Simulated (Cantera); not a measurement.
Charge: 1 mol TEOS, 4.4 mol NO, 84 mol H2, equilibrated at 3.90 mbar.

Equilibrium computed with Cantera from the NASA thermochemical tables; the gas is ideal and each condensed phase is pure. Candidate condensed phases: C, C6H6, C7H8, C8H18, H2O, Si, SiC, SiO2, Si2N2O, Si3N4; 151 gas species. The feed counts by its element totals alone. Mutual solubility and eutectic melting of coexisting phases are not modelled. The tables hold silica as quartz up to 1696 K and as liquid above; real silica turns to tridymite and cristobalite and melts near 1996 K. Gases not in the tables: Si2H6 and higher silanes. Equilibrium is a limit: real reactors are often held back by kinetics, nucleation or transport.

x: gas mole fraction; n: condensed amount in mol.

```json
[
 {"T (°C)": "277", "x H2": "0.812", "x CH4": "0.0906", "x CO": "8.07e-6", "x H2O": "0.0725", "x N2": "0.0249", "x H": "<1e-12", "n SiO2(α-quartz)": "1.00", "n C(graphite)": "…", "n SiO2(β-quartz)": "0", "n Si2N2O(s)": "0", "n SiC(s)": "0"},
 {"T (°C)": "477", "x H2": "0.908", "x CH4": "0.0103", "x CO": "0.0426", "x H2O": "0.0137", "x N2": "0.0220", "x H": "4.83e-12", "n SiO2(α-quartz)": "1.00", "n C(graphite)": "…", "n SiO2(β-quartz)": "0", "n Si2N2O(s)": "0", "n SiC(s)": "0"},
 {"T (°C)": "677", "x H2": "0.916", "x CH4": "0.000548", "x CO": "0.0622", "x H2O": "0.000207", "x N2": "0.0215", "x H": "8.52e-9", "n SiO2(α-quartz)": "0", "n C(graphite)": "…", "n SiO2(β-quartz)": "1.00", "n Si2N2O(s)": "0", "n SiC(s)": "0"},
 {"T (°C)": "877", "x H2": "0.913", "x CH4": "7.61e-5", "x CO": "0.0669", "x H2O": "1.12e-5", "x N2": "0.0198", "x H": "1.14e-6", "n SiO2(α-quartz)": "0", "n C(graphite)": "…", "n SiO2(β-quartz)": "0.676", "n Si2N2O(s)": "0.162", "n SiC(s)": "0"},
 {"T (°C)": "1077", "x H2": "0.907", "x CH4": "1.85e-5", "x CO": "0.0762", "x H2O": "1.55e-6", "x N2": "0.0164", "x H": "3.63e-5", "n SiO2(α-quartz)": "0", "n C(graphite)": "…", "n SiO2(β-quartz)": "0", "n Si2N2O(s)": "0.498", "n SiC(s)": "0"},
 {"T (°C)": "1277", "x H2": "0.898", "x CH4": "1.04e-6", "x CO": "0.0736", "x H2O": "1.92e-6", "x N2": "0.0210", "x H": "0.000478", "n SiO2(α-quartz)": "0", "n C(graphite)": "0", "n SiO2(β-quartz)": "0", "n Si2N2O(s)": "0", "n SiC(s)": "0.298"},
 {"T (°C)": "1477", "x H2": "0.895", "x CH4": "6.52e-7", "x CO": "0.0734", "x H2O": "4.13e-7", "x N2": "0.0209", "x H": "0.00352", "n SiO2(α-quartz)": "0", "n C(graphite)": "0", "n SiO2(β-quartz)": "0", "n Si2N2O(s)": "0", "n SiC(s)": "0.289"},
 {"T (°C)": "1677", "x H2": "0.881", "x CH4": "4.51e-7", "x CO": "0.0731", "x H2O": "1.18e-7", "x N2": "0.0206", "x H": "0.0172", "n SiO2(α-quartz)": "0", "n C(graphite)": "0", "n SiO2(β-quartz)": "0", "n Si2N2O(s)": "0", "n SiC(s)": "0.213"}
]
```

Problem. Complete the blanks.

Solution. 
- 277, n C(graphite): 0
- 477, n C(graphite): 2.34
- 677, n C(graphite): 1.57
- 877, n C(graphite): 1.11
- 1077, n C(graphite): 0.0962
